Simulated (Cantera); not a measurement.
Equilibrium for abatement and gas-phase synthesis: HBr + O2 + H2

Feed: 1 mol HBr, a varied amount of O2, 0.17 mol H2, at 2575 °C and 0.100 bar.

Method: chemical equilibrium by Gibbs-energy minimisation in Cantera with the NASA 1993 tables (ideal gas, pure condensed phases). Candidate condensed phases: Br2, H2O; 12 gas species. Kinetics and transport are ignored.

From 0.36 mol O2 to 4.1 mol O2 nothing is condensed.

```csv
n(O2) (mol),x O2,x Br,x H2O,x O,x OH,x H,x H2,x HBr
0.36,0.0453,0.462,0.179,0.0440,0.0609,0.0806,0.0696,0.0585
0.48,0.0800,0.440,0.180,0.0585,0.0703,0.0701,0.0527,0.0485
0.65,0.129,0.408,0.172,0.0743,0.0774,0.0607,0.0395,0.0390
0.89,0.191,0.369,0.156,0.0905,0.0814,0.0524,0.0295,0.0304
1.2,0.258,0.327,0.137,0.105,0.0821,0.0456,0.0223,0.0234
1.6,0.326,0.284,0.117,0.118,0.0804,0.0397,0.0169,0.0178
2.2,0.401,0.238,0.0944,0.131,0.0762,0.0339,0.0123,0.0127
3,0.471,0.196,0.0742,0.142,0.0703,0.0289,0.00894,0.00889
4.1,0.535,0.157,0.0563,0.151,0.0633,0.0244,0.00637,0.00604
```
x: gas mole fraction; nothing condenses.
